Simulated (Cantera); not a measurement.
Input: 1 mol SiH4, 0.16 mol HCl, 8.1 mol H2, held at 2423.15 K and 21.0 mbar.

Equilibrium computed with Cantera from the NASA thermochemical tables; the gas is ideal and each condensed phase is pure. Candidate condensed phases: Si; 19 gas species. The tables' values for SiCl are old estimates; treat these amounts as uncertain. Gases not in the tables: Si2H6 and higher silanes. The numbers say what is thermodynamically allowed, not how fast it happens.

Base state: H2 0.796, H 0.109, Si 0.0773, HCl 0.0113, SiH 0.00298, Si2 0.00114, Cl 0.00110, SiCl 0.000780 (mole fractions); condensed: gas only.

Problem. What changes in the equilibrium state with this change: temperature from 2423.15 K to 2000 K?

Solution. 
```json
[
 {"species": "H2", "before": "0.796", "after": "0.972"},
 {"species": "HCl", "before": "0.0113", "after": "0.0142"},
 {"species": "H", "before": "0.109", "after": "0.0111"},
 {"species": "Si", "before": "0.0773", "after": "0.00207"},
 {"species": "Si2", "before": "0.00114", "after": "2.15e-5"},
 {"species": "Si3", "before": "0.000125", "after": "4.61e-6"},
 {"species": "SiH", "before": "0.00298", "after": "0.000201"},
 {"species": "Si(l), mol", "before": "0", "after": "0.968"}
]
```
